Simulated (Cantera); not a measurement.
Feed: 1 mol SiH4, 18 mol NH3, 78 mol H2, 1.1 mol N2, at 1723.15 K and 1.70 mbar.

These are equilibrium values from Cantera (NASA tables, ideal gas, pure condensed phases), not measurements of a reactor. Candidate condensed phases: Si, Si3N4; 18 gas species. Gases not in the tables: Si2H6 and higher silanes. The numbers say what is thermodynamically allowed, not how fast it happens.

Base state: H2 0.909, N2 0.0860, H 0.00422, Si 0.000580, SiH 3.28e-5, SiH2 1.55e-5 (mole fractions); condensed: Si(l).

What changes in the equilibrium state with this change: pressure from 1.70 mbar to 0.550 bar?


```json
[
 {"species": "H2", "before": "0.909", "after": "0.919"},
 {"species": "N2", "before": "0.0860", "after": "0.0810"},
 {"species": "H", "before": "0.00422", "after": "0.000236"},
 {"species": "SiH2", "before": "1.55e-5", "after": "2.21e-6"},
 {"species": "Si", "before": "0.000580", "after": "2.54e-7"},
 {"species": "SiH", "before": "3.28e-5", "after": "2.59e-7"},
 {"species": "Si(l), mol", "before": "0.923", "after": "0"},
 {"species": "Si3N4(s), mol", "before": "0", "after": "0.333"}
]
```

What changes in the equilibrium state with this change: SiH4 replaced by SiCl4?


```
species      before     after
----------  -------  --------
H2            0.909     0.878
N2           0.0860    0.0860
HCl               0    0.0278
SiCl2             0   0.00304
Cl                0  0.000102
SiCl              0   9.87e-5
SiH2        1.55e-5   1.49e-5
SiH         3.28e-5   3.22e-5
H           0.00422   0.00415
Si(l), mol    0.923     0.555
```
The tables' values for SiCl are old estimates; treat these amounts as uncertain. Further candidate phases: NH4Cl.

What changes in the equilibrium state with this change: temperature from 1723.15 K to 823 K?


```tsv
species	before	after
H2	0.909	0.919
N2	0.0860	0.0810
H	0.00422	<1e-9
Si	0.000580	<1e-9
SiH	3.28e-5	<1e-9
SiH2	1.55e-5	<1e-9
Si(l), mol	0.923	0
Si3N4(s), mol	0	0.333
```
